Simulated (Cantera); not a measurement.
## Thermodynamics of iron carbonyl, mercury and lead vapours, feed Pb + CO + N2

Feed: 1 mol Pb, 0.083 mol CO, 22 mol N2, at 502 °C.

Method: chemical equilibrium by Gibbs-energy minimisation in Cantera with the NASA 1993 tables (ideal gas, pure condensed phases). Candidate condensed phases: C, Pb, PbO, PbO2, Pb3O4; 27 gas species. Rates play no part.

```
P (Pa)    x N2      x CO     x CO2      x Pb  n Pb(l)  n C(graphite)
-------  -----  --------  --------  --------  -------  -------------
10       0.996   0.00376   3.22e-7  0.000249    0.995              0
100      0.996   0.00375   3.21e-6   2.49e-5    0.999        7.08e-5
1000     0.996   0.00370   3.11e-5   2.49e-6    1.000       0.000688
10000    0.996   0.00327  0.000244   2.49e-7    1.000        0.00539
100000   0.997   0.00198  0.000892   2.49e-8    1.000         0.0197
1000000  0.998  0.000806   0.00148   2.49e-9     1.00         0.0326
```
x: gas mole fraction; n: condensed amount in mol.

At 10.0 Pa the condensed part is Pb(l). From 1.00 mbar to 10.0 bar the condensed part is C(graphite) + Pb(l).
